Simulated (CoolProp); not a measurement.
Vapour-liquid equilibrium of carbon dioxide (1) + C2F6 (R116) (2) at 1.11 MPa; x and y are mole fractions of (1).

Values from CoolProp's multi-fluid Helmholtz-energy mixture model, Span 1996 and Lemmon 2006; pair parameters Bell 2016.

Give the bubble temperature and the first vapour's composition at x = 0.125, 0.875, 0.95. Is there an azeotrope?

x = 0.125: 246.5 K, y = 0.282; x = 0.875: 233.0 K, y = 0.824; x = 0.95: 234.2 K, y = 0.906. y crosses x between x = 0.725 and 0.8: the model has an azeotrope there.

Pair parameters are fitted to limited data, so mixtures are less certain than the pure fluids.
